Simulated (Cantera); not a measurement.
A perfectly stirred reactor is fed with CH4 : H2 : N2 = 0.0095 : 1 : 0.00037 (molar parts), at 8.25 Torr; it is held at 2400 K, and followed from long to short residence time.

Model: GRI-Mech 3.0 (53 species, 325 reactions), integrated in Cantera. GRI-Mech 3.0 stops at C3 and has no aromatics, soot or wall deposition, so with more carbon than oxygen in the feed, carbon stays in small species such as C2H2 where larger ones or solid carbon would form. Radical loss at walls, strong at low pressure, is not modelled.

Task: What does this change do: pressure from 8.25 Torr to 97.5 Torr?

Result: 
```csv
quantity,before,after
x(CH4) at τ = 5.90 s,5.86e-6,2.42e-5
x(H2) at τ = 5.90 s,0.869,0.952
x(C2H6) at τ = 5.90 s,1.04e-12,1.69e-11
x(H) at τ = 5.90 s,0.127,0.0432
x(C2H2) at τ = 5.90 s,0.00430,0.00451
x(CH4) at τ = 66.0 ms,0.000908,0.000207
x(H2) at τ = 66.0 ms,0.963,0.957
x(C2H6) at τ = 66.0 ms,9.10e-9,1.04e-9
x(H) at τ = 66.0 ms,0.0313,0.0375
x(C2H2) at τ = 66.0 ms,0.00384,0.00438
```

Task: What does this change do: CH4 0.0095 to 0.0017 parts?

Result: 
```json
[
 {"quantity": "x(CH4) at τ = 5.90 s", "before": "5.86e-6", "after": "2.52e-6"},
 {"quantity": "x(H2) at τ = 5.90 s", "before": "0.869", "after": "0.872"},
 {"quantity": "x(C2H6) at τ = 5.90 s", "before": "1.04e-12", "after": "<1e-12"},
 {"quantity": "x(H) at τ = 5.90 s", "before": "0.127", "after": "0.126"},
 {"quantity": "x(C2H2) at τ = 5.90 s", "before": "0.00430", "after": "0.000774"},
 {"quantity": "x(CH4) at τ = 66.0 ms", "before": "0.000908", "after": "0.000479"},
 {"quantity": "x(H2) at τ = 66.0 ms", "before": "0.963", "after": "0.974"},
 {"quantity": "x(C2H6) at τ = 66.0 ms", "before": "9.10e-9", "after": "1.98e-9"},
 {"quantity": "x(H) at τ = 66.0 ms", "before": "0.0313", "after": "0.0241"},
 {"quantity": "x(C2H2) at τ = 66.0 ms", "before": "0.00384", "after": "0.000482"}
]
```
